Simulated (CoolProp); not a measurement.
Vapour-liquid equilibrium of m-xylene (1) + n-decane (2) at 1.33 MPa; x and y are mole fractions of (1).

Values from CoolProp's multi-fluid Helmholtz-energy mixture model, Zhou 2012 and Lemmon 2006; pair parameters Bell 2016.

Question: Give the bubble temperature and the first vapour's composition at x = 0.05, 0.45, 0.85. Is there an azeotrope?

Answer: x = 0.05: 582.2 K, y = 0.067; x = 0.45: 564.0 K, y = 0.539; x = 0.85: 548.2 K, y = 0.895. No azeotrope shows between x = 0.05 and 0.95.

The pair parameters rest on a limited set of measurements; away from them the model extrapolates.
